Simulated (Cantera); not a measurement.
Input: 1 mol PbO, 1400 mol H₂, 41 mol N₂, equilibrated at 1875 K and 100 Torr.

Cantera equilibrium calculation (NASA polynomials, part measured and part estimated; ideal gas, pure solids and liquids). Candidate condensed phases: H₂O, Pb, PbO, PbO₂, Pb₃O₄; 27 gas species. Rates play no part.

**Question.** What is the equilibrium state?

**Answer.** 
```json
{
  "x(H₂)": "0.968",
  "x(N₂)": "0.0284",
  "x(H)": "0.00177",
  "x(Pb)": "0.000693",
  "x(H₂O)": "0.000693",
  "gas_amount": "1443 mol",
  "log10 activity of Pb(l) (absent)": "-3.67"
}
```
